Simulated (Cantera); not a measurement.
Feed: 1 mol AlN, 0.029 mol N₂, equilibrated at 1202 °C and 100000 Pa.

Cantera equilibrium calculation (NASA polynomials, part measured and part estimated; ideal gas, pure solids and liquids). Candidate condensed phases: Al, AlN; 5 gas species. Kinetics and transport are ignored.

Base state: N₂ 1.00 (mole fractions); condensed: AlN(s).

What changes in the equilibrium state with this change: AlN replaced by ZrN?


```csv
species,before,after
N₂,1.00,1.00
"AlN(s), mol",1.00,0
"ZrN(s), mol",0,1.00
```
ZrN: taken at fixed stoichiometry. Further candidate phases: Zr, ZrN.
